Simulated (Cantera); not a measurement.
Feed: 1 mol trisilylamine, 0.36 mol NH₃, 10 mol N₂, held at 923.15 K and 190 Pa.

Equilibrium computed with Cantera from the NASA thermochemical tables; the gas is ideal and each condensed phase is pure. Candidate condensed phases: Si, Si₃N₄; 18 gas species. The feed counts by its element totals alone. Kinetics and transport are ignored.

Base state: N₂ 0.633, H₂ 0.367 (mole fractions); condensed: Si₃N₄(s).

### Question
What changes in the equilibrium state with this change: trisilylamine replaced by SiH₄?

### Answer
| species | before | after |
|---|---|---|
| N₂ | 0.633 | 0.789 |
| H₂ | 0.367 | 0.211 |
| Si₃N₄(s), mol | 1.00 | 0.333 |
